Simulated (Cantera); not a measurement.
A Cantera script and its output.

```python
import numpy as np
import cantera as ct

gas = ct.Solution("gri30.yaml")


def delay(T, t_max=10):
    gas.TPX = T, 93000, {'C3H8': 1, 'O2': 8.47, 'N2': 31.9, 'H2O': 2.6}
    reactor = ct.IdealGasConstPressureReactor(gas, clone=False)
    net = ct.ReactorNet([reactor])
    net.rtol, net.atol = 1e-8, 1e-16
    while net.time < t_max:
        t_old, T_old = net.time, reactor.T
        net.step()
        if reactor.T > T + 400:  # ignition: a rise of 400 K
            return t_old + (T + 400 - T_old) / (reactor.T - T_old) * (net.time - t_old)
    return np.nan


taus = []
for T in [1000, 1100, 1200, 1300, 1400, 1500, 1600, 1700]:
    taus.append(delay(T))
    print(f"T0 = {T:6g} K   tau = {taus[-1]:.4e} s")
```

Output:

```
T0 =   1000 K   tau = 5.9894e-01 s
T0 =   1100 K   tau = 5.7658e-02 s
T0 =   1200 K   tau = 6.4737e-03 s
T0 =   1300 K   tau = 1.0177e-03 s
T0 =   1400 K   tau = 2.3765e-04 s
T0 =   1500 K   tau = 8.0273e-05 s
T0 =   1600 K   tau = 3.6598e-05 s
T0 =   1700 K   tau = 2.0769e-05 s
```

Cantera simulation using GRI-Mech 3.0 (53 species, 325 reactions); the numbers are that mechanism's predictions, not measurements. GRI-Mech 3.0 was tuned for natural gas; its chemistry of propane as a main component is partial and can be far from experiment.
